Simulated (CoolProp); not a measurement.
Sulfur hexafluoride at 364.92 K and 0.185 MPa is throttled through a valve to 0.116 MPa with no heat exchange. Each further row changes one setting.

Model: reference Helmholtz-energy equation of state, Guder 2009, in CoolProp.

```csv
case,temperature change (K),final density (kg/m³)
as stated,___,___
outlet pressure 0.0348 MPa,___,___
outlet pressure 0.151 MPa,___,7.34
```

Problem. What belongs in the gaps?

Solution. 
- as stated, temperature change (K): -0.4
- as stated, final density (kg/m³): 5.63
- outlet pressure 0.0348 MPa, temperature change (K): -0.8
- outlet pressure 0.0348 MPa, final density (kg/m³): 1.68
- outlet pressure 0.151 MPa, temperature change (K): -0.2
